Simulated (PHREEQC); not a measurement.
Make-up at 55 °C: 0.00071 mol/kgw Na2SeO3, 0.0017 mol/kgw H2SO4 and 0.0072 mol/kgw CaCl2. Closed to the air; pH follows from the charge balance.

All values are PHREEQC results (ion-association model, wateq4f.dat), not measurements.

Problem. The ionic strength comes out as 0.0246 mol/kgw. What activity coefficients do Cl-, H+, NaSO4-, SO4-2, Na+ get?

Solution. Cl- 0.85, H+ 0.87, NaSO4- 0.86, SO4-2 0.54, Na+ 0.86.

This is a speciation only: nothing precipitates in the calculation. Constants without temperature data keep their 25 °C values here.
